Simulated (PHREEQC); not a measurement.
A solution holds 79 mmol/kgw NaHCO3 and 4 mmol/kgw KCl, at 25 °C. Closed to the air; pH follows from the charge balance.

Model: ion-association model, phreeqc.dat, run in PHREEQC.

| Property | Result |
|---|---|
| pH | 8.04 |
| ionic strength | 0.0813 mol/kgw |
| specific conductance | 6620 µS/cm |
| density | 1.002 g/cm³ |
| total alkalinity | 79.0 meq/kg |

```csv
species,molality,activity,log γ
Na+,0.0766,0.0610,-0.099
HCO3-,0.0746,0.0597,-0.097
Cl-,0.00400,0.00313,-0.107
K+,0.00400,0.00312,-0.108
NaHCO3,0.00201,0.00205,0.008
CO2,0.00120,0.00122,0.008
CO3-2,0.000753,0.000309,-0.386
NaCO3-,0.000443,0.000351,-0.101
OH-,1.43e-6,1.11e-6,-0.110
```

Precipitation was switched off in this run.
